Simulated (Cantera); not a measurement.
**Stirred combustor or abatement burner**

A perfectly stirred reactor is fed with CO : H2 : O2 : N2 : H2O = 1 : 0.073 : 0.745 : 8.94 : 1.3 (molar parts), at 18.0 bar; it is adiabatic with a 773 K inlet, and is followed from long to short residence time, starting on the burning branch (τ in s: 0.48, 0.18, 0.069, 0.026, 0.0098, 0.0037, 0.0014, 0.00053, 0.0002, 7.5e-05, 2.8e-05).

Cantera simulation using GRI-Mech 3.0 (53 species, 325 reactions); the numbers are that mechanism's predictions, not measurements. The hydrogen kinetics of GRI-Mech 3.0 are dated; newer H2 mechanisms differ, most at raised pressure. The pressure lies above the range GRI-Mech 3.0 was tuned for (to about 10 atm).

```
τ (s)    T (K)      x CO      x H2    x O2      x H    x NO2
-------  -----  --------  --------  ------  -------  -------
0.48      1491  0.000112   6.39e-6  0.0181  5.82e-8  8.61e-9
0.18      1490  0.000258   1.39e-5  0.0182  1.43e-7  1.36e-8
0.069     1487  0.000607   3.09e-5  0.0184  3.47e-7  2.25e-8
0.026     1480   0.00153   7.23e-5  0.0189  8.33e-7  3.57e-8
0.0098    1459   0.00432  0.000176  0.0203  1.78e-6  4.58e-8
0.0037     773    0.0829   0.00605  0.0618   <1e-12   <1e-12
0.0014     773    0.0829   0.00605  0.0618   <1e-12   <1e-12
0.00053    773    0.0829   0.00605  0.0618   <1e-12   <1e-12
0.00020    773    0.0829   0.00605  0.0618   <1e-12   <1e-12
7.5e-5     773    0.0829   0.00605  0.0618   <1e-12   <1e-12
2.8e-5     773    0.0829   0.00605  0.0618   <1e-12   <1e-12
```
x: mole fraction; the columns are a selection and need not sum to one.
